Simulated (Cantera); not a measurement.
A closed system holds: 1 mol Si, a varied amount of Cl2, 6.2 mol H2, held at 1223 K and 0.190 bar.

Method: chemical equilibrium by Gibbs-energy minimisation in Cantera with the NASA 1993 tables (ideal gas, pure condensed phases). Candidate condensed phases: Si; 19 gas species. Rates play no part.

Q: Which condensed phases are stable at each of these points (n(Cl2) (mol)): 0.5, 0.79, 1.1, 1.4, 1.6, 1.9, 2.2, 2.5, 2.8?

A: 
```json
[
 {"n(Cl2) (mol)": "0.5", "condensed phases": "Si(s)", "Si condensed (%)": "79.0"},
 {"n(Cl2) (mol)": "0.79", "condensed phases": "Si(s)", "Si condensed (%)": "63.8"},
 {"n(Cl2) (mol)": "1.1", "condensed phases": "Si(s)", "Si condensed (%)": "47.5"},
 {"n(Cl2) (mol)": "1.4", "condensed phases": "Si(s)", "Si condensed (%)": "31.5"},
 {"n(Cl2) (mol)": "1.6", "condensed phases": "Si(s)", "Si condensed (%)": "20.9"},
 {"n(Cl2) (mol)": "1.9", "condensed phases": "Si(s)", "Si condensed (%)": "4.9"},
 {"n(Cl2) (mol)": "2.2", "condensed phases": "gas only", "Si condensed (%)": "0.0"},
 {"n(Cl2) (mol)": "2.5", "condensed phases": "gas only", "Si condensed (%)": "0.0"},
 {"n(Cl2) (mol)": "2.8", "condensed phases": "gas only", "Si condensed (%)": "0.0"}
]
```

From 0.5 mol Cl2 to 1.9 mol Cl2 the condensed part is Si(s). From 2.2 mol Cl2 to 2.8 mol Cl2 nothing is condensed.
